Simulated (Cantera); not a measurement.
A perfectly stirred reactor is fed with 16.5 % H₂, 10.8 % O₂, 59.2 % N₂, 13.5 % H₂O, equivalence ratio 0.76, at 7.20 bar; it is adiabatic with a 725 K inlet, and is followed from long to short residence time, starting on the burning branch (τ in s: 0.31, 0.11, 0.042, 0.016, 0.0057, 0.0021, 0.00078, 0.00029, 0.00011, 3.9e-05).

Model: the H2/O2 subset of GRI-Mech 3.0, which has no nitrogen chemistry, integrated in Cantera. The hydrogen kinetics of GRI-Mech 3.0 are dated; newer H2 mechanisms differ, most at raised pressure.

One state of this run: T (K) = 1885; x H₂ = 0.000936; x O₂ = 0.0283; x H₂O = 0.324; x H₂O₂ = 6.80e-7; x H = 5.48e-5; x OH = 0.00176. x: mole fraction; the columns are a selection and need not sum to one.

Task: Which value of τ (s) does it belong to?
A) 0.00029
B) 3.9e-5
C) 0.0021
D) 0.042

Result: C, 0.0021
